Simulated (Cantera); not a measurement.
A freely propagating, adiabatic, planar premixed flame of CH4 : C2H6 : C3H8 : O2 : N2 = 1 : 0.036 : 0.99 : 9.07 : 34.1 (molar parts), equivalence ratio 0.78, unburnt at 525 K and 1.01 bar; multicomponent transport, grid criteria slope 0.08 and curve 0.16, no radiation.

Detailed kinetics in Cantera: GRI-Mech 3.0 (53 species, 325 reactions). GRI-Mech 3.0 was tuned for natural gas; its chemistry of propane as a main component is partial and can be far from experiment. Burning velocities carry a grid error of a few per cent, more on coarse grids.

x: mole fraction of selected species; z is measured from the peak of heat release.

```csv
z (mm),T (K),u (m/s),x CH4,x C2H6,x C3H8,x C2H4,x NO,x OH
-1.03,525,0.945,0.0221,0.000796,0.0219,3.62e-7,<1e-8,<1e-8
-0.687,527,0.949,0.0221,0.000796,0.0219,5.61e-6,<1e-8,<1e-8
-0.516,532,0.960,0.0219,0.000796,0.0218,2.97e-5,<1e-8,<1e-8
-0.344,569,1.03,0.0213,0.000812,0.0216,0.000255,3.55e-8,2.93e-7
-0.172,848,1.56,0.0173,0.00111,0.0172,0.00280,4.59e-7,2.11e-5
-0.0859,1203,2.25,0.0117,0.00111,0.00720,0.00563,1.26e-6,0.000250
0,(withheld),2.99,(withheld),(withheld),(withheld),(withheld),(withheld),(withheld)
0.0859,1737,3.30,0.000439,8.38e-7,4.64e-7,0.000131,4.82e-6,0.00527
0.172,1794,3.40,2.57e-5,<1e-8,<1e-8,2.51e-6,6.67e-6,0.00696
0.344,1862,3.50,1.06e-7,<1e-8,<1e-8,<1e-8,9.57e-6,0.00793
0.687,1946,3.64,<1e-8,<1e-8,<1e-8,<1e-8,1.41e-5,0.00803
1.37,2030,3.78,<1e-8,<1e-8,<1e-8,<1e-8,2.11e-5,0.00720
2.75,2097,3.88,<1e-8,<1e-8,<1e-8,<1e-8,(withheld),(withheld)
```

### Question
What belongs in the gaps?

### Answer

- 0, T (K): 1573
- 0, x CH4: 0.00396
- 0, x C2H6: 0.000143
- 0, x C3H8: 0.000332
- 0, x C2H4: 0.00253
- 0, x NO: 2.73e-6
- 0, x OH: 0.00208
- 2.75, x NO: 3.14e-5
- 2.75, x OH: 0.00582
